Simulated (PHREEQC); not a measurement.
Consider water at 25 °C with 0.0025 mol RbOH per kg of water. Closed to the air; pH follows from the charge balance.

Computed with PHREEQC (ion-association model, wateq4f.dat).

No solid was allowed to form.

**Question.** Predict the pH.

**Answer.** pH 11.37.

Complexes and solids missing from the database can't appear.
